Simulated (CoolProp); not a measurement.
Model: reference Helmholtz-energy equation of state, Span 2000, in CoolProp.

Task: For nitrogen, give the phase and the viscosity (µPa s), conductivity (mW/(m K)) at 538.95 °C and 857 kPa; 661.55 °C and 3590 kPa; 293.75 °C and 3470 kPa.

Result: 
- 538.95 °C and 857 kPa: gas; viscosity 36.3, conductivity 56.2
- 661.55 °C and 3590 kPa: supercritical; viscosity 39.9, conductivity 62.6
- 293.75 °C and 3470 kPa: supercritical; viscosity 28.7, conductivity 43.6

Viscosity comes from a separate model (Lemmon 2004). Thermal conductivity comes from a separate model (Lemmon 2004).
